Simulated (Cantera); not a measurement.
A freely propagating, adiabatic, planar premixed flame of 3.12 % C₃H₈, 20.0 % O₂, 74.0 % N₂, 2.84 % H₂O, equivalence ratio 0.78, unburnt at 475 K and 3.20 bar; mixture-averaged transport, grid criteria slope 0.08 and curve 0.16, no radiation.

Model: GRI-Mech 3.0 (53 species, 325 reactions), integrated in Cantera. GRI-Mech 3.0 was tuned for natural gas; its chemistry of propane as a main component is partial and can be far from experiment. Burning velocities carry a grid error of a few per cent, more on coarse grids.

Predict: laminar burning velocity; thermal thickness; peak x(O); peak x(CH₂O); peak x(CO).


```json
{
  "laminar_burning_velocity": "53.5 cm/s",
  "thermal_thickness": "0.145 mm",
  "peak x(O)": "0.00268",
  "peak x(CH₂O)": "0.00195",
  "peak x(CO)": "0.0411"
}
```
